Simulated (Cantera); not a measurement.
Feed: 1 mol N2O, 0.19 mol H2O, 0.9 mol N2, at 6680 Torr.

Cantera equilibrium calculation (NASA polynomials, part measured and part estimated; ideal gas, pure solids and liquids). Candidate condensed phases: H2O; 24 gas species. Kinetics and transport are ignored. All values below are at 2900 K.

Base state: N2 0.707, O2 0.164, H2O 0.0611, NO 0.0353, OH 0.0180, O 0.0108, H2 0.00160, H 0.00154 (mole fractions); condensed: gas only.

Q: What changes in the equilibrium state with this change: N2O replaced by CS2?

A: 
| species | before | after |
|---|---|---|
| N2 | 0.707 | 0.351 |
| CS | 0 | 0.177 |
| S2 | 0 | 0.144 |
| O2 | 0.164 | <1e-9 |
| CS2 | 0 | 0.134 |
| CO | 0 | 0.0745 |
| S | 0 | 0.0238 |
| SH | 0 | 0.0236 |
| NO | 0.0353 | 1.62e-8 |
| O | 0.0108 | 7.02e-9 |
| OH | 0.0180 | 6.50e-8 |
| H2O | 0.0611 | 1.22e-6 |
| H2 | 0.00160 | 0.0490 |
| HCN | 0 | 0.00611 |
| H2S | 0 | 0.00606 |
| HNC | 0 | 0.00106 |
| COS | 0 | 0.000387 |
| SN | 0 | 0.000282 |
Further candidate phases: C, C6H6, C7H8, C8H18, H2SO4, S.

Q: What changes in the equilibrium state with this change: H2O from 0.19 to 6.9 mol?

A: 
```tsv
species	before	after
H2O	0.0611	0.659
N2	0.707	0.192
O2	0.164	0.0501
H2	0.00160	0.0312
NO	0.0353	0.0102
OH	0.0180	0.0441
O	0.0108	0.00596
NO2	5.82e-5	9.26e-6
H	0.00154	0.00681
HO2	3.95e-5	5.33e-5
```
